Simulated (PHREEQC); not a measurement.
Ca(OH)2 is added in steps, without added water, to 1 kg of water holding 0.0017 mol/kgw H3PO4, 0.04 mol/kgw Na2HPO4 and 3.8e-05 mol/kgw KCl, at 25 °C. Oxygen is held at 0.21 atm. The system is closed to CO2. The run lets Portlandite, Hydroxyapatite, Halite precipitate or redissolve, and no other solid.

Base run: PHREEQC, ion-association model, wateq4f.dat. Each further column changes one thing. The table gives pH.

```csv
Ca(OH)2 added (mol),base,KCl from 3.8e-05 to 3.8e-06 mol/kgw,H3PO4 from 0.0017 to 0.017 mol/kgw,temperature from 25 to 5 °C,no solid may form
0,7.90,7.90,___,7.96,7.90
0.00086,8.06,8.06,6.72,8.12,8.16
0.00172,8.31,8.31,6.74,8.38,8.56
0.00301,9.58,9.58,6.77,9.81,9.39
0.00387,10.24,10.24,6.80,10.50,9.98
0.00473,10.51,10.51,___,10.77,10.32
0.00559,10.68,10.68,6.85,10.95,___
0.00688,10.86,10.86,6.88,11.14,10.75
0.00774,10.96,10.96,6.91,11.24,10.86
0.0086,11.04,11.04,6.93,11.33,10.95
```

Question: Fill in the missing entries.

Answer: 
- 0, H3PO4 from 0.0017 to 0.017 mol/kgw: 6.69
- 0.00473, H3PO4 from 0.0017 to 0.017 mol/kgw: 6.82
- 0.00559, no solid may form: 10.53

H3PO4, which wateq4f.dat lacks, is added to it with the constant of phreeqc.dat. Constants without temperature data keep their 25 °C values here. In at least one series the solution becomes supersaturated in solids that the run did not let form, among them Hydroxyapatite.
